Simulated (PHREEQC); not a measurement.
Dissolve 0.0042 mol BaCl2 and 3.7e-06 mol CO2 per kg of water at 71 °C. Closed to the air; pH follows from the charge balance.

Computed with PHREEQC (ion-association model, phreeqc.dat).

Question: The ionic strength comes out as 0.0126 mol/kgw. What activity coefficients do H+, Ba+2, HCO3-, Cl- get?

Answer: H+ 0.90, Ba+2 0.61, HCO3- 0.89, Cl- 0.88.

This is a speciation only: nothing precipitates in the calculation. Species that the database lacks are ignored. Constants without temperature data keep their 25 °C values here.
